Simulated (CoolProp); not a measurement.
Ammonia along the isotherm 338.3 K: density (kg/m³) from the reference equation and from simpler models built on Tc = 405.6 K, pc = 11360 kPa, ω = 0.256; each cubic takes its own stable root.

The numbers come from the reference Helmholtz-energy equation of state, Gao 2020 in CoolProp.

```
p (kPa)   phase  reference
-------  ------  ---------
18          gas     0.1091
28          gas     0.1698
43.6        gas     0.2647
67.8        gas     0.4123
106         gas     0.6462
164         gas      1.003
256         gas      1.576
399         gas      2.480
621         gas      3.919
967         gas      6.260
1510        gas      10.21
2340        gas      17.14
3650     liquid      537.0
5680     liquid      540.6
```

How far does each simpler model (van der Waals, Redlich-Kwong, Peng-Robinson) lie from the reference over these 14 states: mean and median of the absolute difference, and the worst?


- van der Waals: mean 11.5 %, median 0.8 %, worst -95.0 % at 338.3 K and 3650 kPa
- Redlich-Kwong: mean 9.4 %, median 0.5 %, worst -94.7 % at 338.3 K and 3650 kPa
- Peng-Robinson: mean 2.1 %, median 0.2 %, worst -12.0 % at 338.3 K and 3650 kPa

At some of these states van der Waals, Redlich-Kwong gives the other phase, because its saturation line lies elsewhere.
